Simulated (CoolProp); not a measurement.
Vapour-liquid equilibrium of CHF3 (R23) (1) + R152A (2) at 0.399 MPa; x and y are mole fractions of (1).

Values from CoolProp's multi-fluid Helmholtz-energy mixture model, Penoncello 2003 and Outcalt 1996; pair parameters Bell 2016.

```csv
x,"bubble temperature, mixture model (K)","bubble temperature, Raoult's law (K)","y, mixture model","y, Raoult's law"
0.05,277.5,275.0,0.246,0.329
0.2,259.0,254.9,0.666,0.739
0.35,246.0,242.9,0.839,0.876
0.5,236.7,234.7,0.919,0.936
0.65,229.8,228.6,0.960,0.967
0.8,224.4,223.8,0.983,0.986
0.95,220.0,219.9,0.997,0.997
```

The largest gap from Raoult's law is +4.1 K in bubble temperature, at x = 0.2. No azeotrope shows between x = 0.05 and 0.95.

The pair parameters rest on a limited set of measurements; away from them the model extrapolates.
